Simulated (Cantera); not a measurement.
An isothermal, constant-pressure homogeneous reactor starts with 1.48 % H2, 98.5 % O2, at 1325 K and 5.48 Torr.

Cantera simulation using GRI-Mech 3.0 (53 species, 325 reactions); the numbers are that mechanism's predictions, not measurements. Radical loss at walls, strong at low pressure, is not modelled.

x: mole fraction; the columns are a selection and need not sum to one.

```tsv
t (s)	x H2	x O2	x O	x OH	x HO2	x H	x H2O
3.00e-5	0.0148	0.985	4.90e-10	4.84e-10	1.87e-9	?	1.52e-11
9.53e-5	0.0148	0.985	3.47e-9	3.35e-9	5.92e-9	?	3.62e-10
0.000302	0.0148	0.985	1.98e-8	1.78e-8	1.88e-8	?	6.57e-9
0.000960	0.0148	0.985	1.64e-7	1.33e-7	5.97e-8	?	1.30e-7
0.00305	0.0148	0.985	1.41e-5	1.11e-5	1.96e-7	?	1.59e-5
0.00968	0.000285	0.972	0.0120	0.00206	5.14e-7	?	0.0130
0.0307	8.43e-5	0.972	0.0123	0.00160	4.30e-7	?	0.0136
0.0976	7.72e-5	0.973	0.0112	0.00154	4.13e-7	?	0.0137
0.310	5.96e-5	0.976	0.00855	0.00135	3.66e-7	?	0.0139
0.984	3.05e-5	0.980	0.00428	0.000969	2.60e-7	?	0.0143
3.12	8.22e-6	0.984	0.00113	0.000504	1.21e-7	?	0.0146
9.92	1.37e-6	0.985	0.000186	0.000206	3.63e-8	?	0.0148
31.5	2.11e-7	0.985	2.87e-5	8.10e-5	1.28e-8	?	0.0148
100	4.38e-8	0.985	5.94e-6	3.69e-5	1.37e-8	?	0.0149
```

**Question.** What belongs in the gaps?

**Answer.** 
- 3.00e-5, x H: 1.39e-9
- 9.53e-5, x H: 2.81e-9
- 0.000302, x H: 5.53e-9
- 0.000960, x H: 2.59e-8
- 0.00305, x H: 1.97e-6
- 0.00968, x H: 0.000868
- 0.0307, x H: 0.000679
- 0.0976, x H: 0.000592
- 0.310, x H: 0.000395
- 0.984, x H: 0.000141
- 3.12, x H: 1.94e-5
- 9.92, x H: 1.30e-6
- 31.5, x H: 7.86e-8
- 100, x H: 7.43e-9
